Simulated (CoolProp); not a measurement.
Vapour-liquid equilibrium of m-xylene (1) + o-xylene (2) at 4.94 kPa; x and y are mole fractions of (1).

The numbers come from the multi-fluid Helmholtz-energy mixture model, Zhou 2012 and Zhou 2012; pair parameters Bell 2016 in CoolProp.

```json
[
 {"x": "0.05", "bubble temperature (°C)": "57.6", "y at the bubble point": "0.059", "dew temperature at overall composition x (°C)": "___", "liquid density (mol/L)": "7.982"},
 {"x": "0.2", "bubble temperature (°C)": "57.0", "y at the bubble point": "___", "dew temperature at overall composition x (°C)": "57.1", "liquid density (mol/L)": "7.963"},
 {"x": "0.35", "bubble temperature (°C)": "___", "y at the bubble point": "0.397", "dew temperature at overall composition x (°C)": "56.5", "liquid density (mol/L)": "7.945"},
 {"x": "0.5", "bubble temperature (°C)": "___", "y at the bubble point": "___", "dew temperature at overall composition x (°C)": "55.8", "liquid density (mol/L)": "7.927"},
 {"x": "0.65", "bubble temperature (°C)": "55.0", "y at the bubble point": "___", "dew temperature at overall composition x (°C)": "55.2", "liquid density (mol/L)": "___"},
 {"x": "0.8", "bubble temperature (°C)": "54.4", "y at the bubble point": "0.829", "dew temperature at overall composition x (°C)": "___", "liquid density (mol/L)": "7.889"},
 {"x": "0.95", "bubble temperature (°C)": "53.8", "y at the bubble point": "0.958", "dew temperature at overall composition x (°C)": "53.8", "liquid density (mol/L)": "7.871"}
]
```

Some entries are withheld; supply them.


- 0.05, dew temperature at overall composition x (°C): 57.7
- 0.2, y at the bubble point: 0.232
- 0.35, bubble temperature (°C): 56.3
- 0.5, bubble temperature (°C): 55.6
- 0.5, y at the bubble point: 0.551
- 0.65, y at the bubble point: 0.694
- 0.65, liquid density (mol/L): 7.908
- 0.8, dew temperature at overall composition x (°C): 54.5

No azeotrope shows between x = 0.05 and 0.95.

Pair parameters are fitted to limited data, so mixtures are less certain than the pure fluids.
